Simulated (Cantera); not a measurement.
A closed system holds: 1 mol HBr, a varied amount of O₂, held at 575 K and 0.100 bar.

Equilibrium computed with Cantera from the NASA thermochemical tables; the gas is ideal and each condensed phase is pure. Candidate condensed phases: Br₂, H₂O; 12 gas species. Kinetics and transport are ignored.

log p: log10 of the partial pressure in bar; nothing condenses.

```csv
n(O₂) (mol),log p O₂,log p H₂O,log p Br₂,log p HBr
0.26,-3.00,-1.31,-1.31,-5.10
0.42,-1.84,-1.37,-1.37,-5.45
0.69,___,___,___,___
1.1,___,___,___,___
1.8,-1.22,-1.71,-1.71,-5.95
3,-1.13,-1.88,-1.88,-6.13
4.9,-1.08,-2.05,-2.05,-6.32
```

Q: Fill in the missing entries.

A: 
- 1.1, log p O₂: -1.34
- 1.1, log p H₂O: -1.57
- 1.1, log p Br₂: -1.57
- 1.1, log p HBr: -5.78
- 0.69, log p O₂: -1.51
- 0.69, log p H₂O: -1.46
- 0.69, log p Br₂: -1.46
- 0.69, log p HBr: -5.62
